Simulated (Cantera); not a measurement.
# Pyrogenic steam for wet oxidation

A perfectly stirred reactor is fed with H2 : O2 : N2 = 0.46 : 1 : 8.6 (molar parts), equivalence ratio 0.23, at 100.0 Torr; it is held at 1375 K, and followed from long to short residence time.

Detailed kinetics in Cantera: GRI-Mech 3.0 (53 species, 325 reactions). The temperature is held fixed by assumption; the heat of reaction is taken as removed at once.

```json
[
 {"τ (s)": "8.6", "x H2": "2.22e-5", "x O2": "0.0783", "x NO": "1.76e-6", "x OH": "0.000226", "x HO2": "3.09e-7"},
 {"τ (s)": "1.9", "x H2": "6.01e-5", "x O2": "0.0782", "x NO": "1.17e-6", "x OH": "0.000374", "x HO2": "6.92e-7"},
 {"τ (s)": "0.44", "x H2": "0.000156", "x O2": "0.0780", "x NO": "9.45e-7", "x OH": "0.000608", "x HO2": "1.33e-6"},
 {"τ (s)": "0.098", "x H2": "0.000408", "x O2": "0.0777", "x NO": "1.29e-6", "x OH": "0.000993", "x HO2": "2.17e-6"},
 {"τ (s)": "0.022", "x H2": "0.00101", "x O2": "0.0772", "x NO": "2.41e-6", "x OH": "0.00158", "x HO2": "2.93e-6"},
 {"τ (s)": "0.0049", "x H2": "0.00223", "x O2": "0.0764", "x NO": "3.75e-6", "x OH": "0.00233", "x HO2": "3.36e-6"},
 {"τ (s)": "0.0011", "x H2": "0.00426", "x O2": "0.0762", "x NO": "2.86e-6", "x OH": "0.00301", "x HO2": "3.48e-6"},
 {"τ (s)": "0.00025", "x H2": "0.00875", "x O2": "0.0787", "x NO": "8.46e-7", "x OH": "0.00348", "x HO2": "3.51e-6"}
]
```
x: mole fraction; the columns are a selection and need not sum to one.
